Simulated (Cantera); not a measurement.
Input: 1 mol SiO₂, 3.8 mol H₂, held at 2098.15 K.

These are equilibrium values from Cantera (NASA tables, ideal gas, pure condensed phases), not measurements of a reactor. Candidate condensed phases: H₂O, Si, SiO₂; 18 gas species. The tables hold silica as quartz up to 1696 K and as liquid above; real silica turns to tridymite and cristobalite and melts near 1996 K. Gases not in the tables: Si(OH)₄. Equilibrium is a limit: real reactors are often held back by kinetics, nucleation or transport.

Q: Which condensed phases are stable at each of these points (P (Pa)): 10, 36, 130, 460, 1700, 6000, 22000, 77000, 280000, 1000000?

A: 
```csv
P (Pa),condensed phases,Si condensed (%)
10,gas only,0.0
36,gas only,0.0
130,gas only,0.0
460,SiO₂(l),4.6
1700,SiO₂(l),49.2
6000,SiO₂(l),72.8
22000,SiO₂(l),85.8
77000,SiO₂(l),92.4
280000,SiO₂(l),96.0
1000000,SiO₂(l),97.9
```

From 10.0 Pa to 130 Pa nothing is condensed. From 460 Pa to 1000000 Pa the condensed part is SiO₂(l).
